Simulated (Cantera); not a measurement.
**Si2H6 + O3 (silicon oxide and oxynitride deposition)**

Charge: 1 mol Si2H6, 0.069 mol O3, equilibrated at 1673 K.

Cantera equilibrium calculation (NASA polynomials, part measured and part estimated; ideal gas, pure solids and liquids). Candidate condensed phases: H2O, Si, SiO2; 18 gas species. The feed counts by its element totals alone. Mutual solubility and eutectic melting of coexisting phases are not modelled. The tables hold silica as quartz up to 1696 K and as liquid above; real silica turns to tridymite and cristobalite and melts near 1996 K. Gases not in the tables: Si2H6 and higher silanes. Equilibrium is a limit: real reactors are often held back by kinetics, nucleation or transport.

| P (Pa) | log p H2 | log p SiO | log p H | log p Si | log p SiH | n Si(s) | n SiO2(β-quartz) |
|---|---|---|---|---|---|---|---|
| 5 | -4.34 | -5.50 | -6.11 | -6.38 | -8.32 | 1.77 | 0 |
| 21 | -3.71 | -4.87 | -5.80 | -6.38 | -8.01 | 1.79 | 0 |
| 85 | -3.10 | -4.26 | -5.49 | -6.38 | -7.70 | 1.79 | 0 |
| 350 | -2.49 | -3.65 | -5.19 | -6.38 | -7.39 | 1.79 | 0 |
| 1400 | -1.88 | -3.04 | -4.89 | -6.38 | -7.09 | 1.79 | 0 |
| 5900 | -1.26 | -2.42 | -4.57 | -6.38 | -6.78 | 1.79 | 0 |
| 24000 | -0.64 | -2.06 | -4.26 | -6.38 | -6.47 | 1.84 | 0.0474 |
| 100000 | 0.00 | -2.06 | -3.95 | -6.38 | -6.15 | 1.88 | 0.0904 |
log p: log10 of the partial pressure in bar; n: condensed amount in mol.

From 0.0375 Torr to 44.3 Torr the condensed part is Si(s). From 180 Torr to 750 Torr the condensed part is Si(s) + SiO2(β-quartz). The main Si-bearing gas is SiO throughout. The share of Si in condensed phases is highest at 750 Torr (98.7 %) and lowest at 0.0375 Torr (88.3 %).
